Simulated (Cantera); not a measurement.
Charge: 1 mol MgO, 0.24 mol Cl2, 2 mol H2, at 1673.15 K and 1100 Pa.

Equilibrium computed with Cantera from the NASA thermochemical tables; the gas is ideal and each condensed phase is pure. Candidate condensed phases: H2O, Mg, MgCl2, MgO, Mg(OH)2; 22 gas species. Rates play no part.

Base state: H2 0.785, HCl 0.169, H2O 0.0226, MgCl2 0.0224, H 0.000963, Mg 0.000174, Cl 0.000162, MgCl 5.19e-5 (mole fractions); condensed: MgO(s).

Q: What changes in the equilibrium state with this change: temperature from 1673.15 K to 1023.15 K?

A: 
```csv
species,before,after
H2,0.785,0.786
HCl,0.169,0.212
H2O,0.0226,0.00112
MgCl2,0.0224,0.00112
Mg,0.000174,<1e-9
MgCl,5.19e-5,<1e-9
H,0.000963,3.51e-8
Cl,0.000162,8.74e-9
"MgO(s), mol",0.949,0.998
```

Q: What changes in the equilibrium state with this change: temperature from 1673.15 K to 1323.15 K?

A: 
```csv
species,before,after
H2,0.785,0.786
HCl,0.169,0.200
H2O,0.0226,0.00709
MgCl2,0.0224,0.00709
Mg,0.000174,5.55e-8
MgCl,5.19e-5,1.26e-7
H,0.000963,1.34e-5
"MgO(s), mol",0.949,0.984
```
